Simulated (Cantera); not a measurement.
Input (Python, Cantera) and output of one run.

```python
import numpy as np
import cantera as ct

gas_names = [...]  # 109 gases of nasa_gas.yaml made of C, Cl, H, Si
cond_names = """
    C(gr) C6H6(L) C7H8(L) C8H18(L),n-octa Si(cr) Si(L) SiC(b)
""".split()


# ... load() reads the species with a 1 bar reference pressure and builds the phases ...
atoms = {
    'SiH2Cl2': {'Si': 1, 'H': 2, 'CL': 2},
    'CH4': {'C': 1, 'H': 4},
    'H2': {'H': 2},
}
top_T = {'C(gr)': 4500, 'SiC(b)': 3050}  # K; cautious upper limits of use, not melting points


# ... equilibrate(T, P, feed) seeds the gas with the atoms and calls Mixture.equilibrate('TP', solver="vcs", rtol=1e-11, max_steps=5000) ...
results = []
T = 2073.15  # K
P = 1000  # Pa
for m in [200, 390, 580, 770, 960, 1200, 1300]:
    feed = {'SiH2Cl2': 1, 'CH4': 1, 'H2': m}  # mol
    mix = equilibrate(T, P, feed)
    results.append((T, P, feed, dict(zip(mix.species_names, mix.species_moles))))

top = {s: max(r[3][s] / sum(r[3][g] for g in gas_names) for r in results) for s in gas_names}
cols = sorted((s for s in top if top[s] > 0.001), key=lambda s: -top[s])[:7]
seen = [c for c in cond_names if any(r[3].get(c, 0) > 1e-12 for r in results)]
print("log10 of partial pressures in bar; condensed amounts in mol")
print(f"{'n(H2)':>10s}" + "".join(f"{s[:9]:>10s}" for s in cols + seen))
for T, P, feed, n in results:
    ng = sum(n[g] for g in gas_names)
    print(f"{feed['H2']:10.4g}" + "".join(f"{np.log10(max(n[s] / ng * P / 1e5, 1e-99)):10.3f}" for s in cols)
          + "".join(f"{n.get(c, 0):10.4g}" for c in seen))
```

Result:

```
log10 of partial pressures in bar; condensed amounts in mol
     n(H2)        H2         H       HCL        Si    SiC(b)
       200    -2.016    -3.588    -4.026    -4.991    0.7429
       390    -2.014    -3.587    -4.311    -4.987    0.5093
       580    -2.014    -3.586    -4.482    -4.986    0.2748
       770    -2.013    -3.586    -4.604    -4.985   0.04008
       960    -2.013    -3.586    -4.699    -5.055         0
      1200    -2.013    -3.586    -4.795    -5.143         0
      1300    -2.013    -3.586    -4.830    -5.175         0
```

These are equilibrium values from Cantera (NASA tables, ideal gas, pure condensed phases), not measurements of a reactor. The tables' values for SiCl are old estimates; treat these amounts as uncertain. Gases not in the tables: Si2H6 and higher silanes.
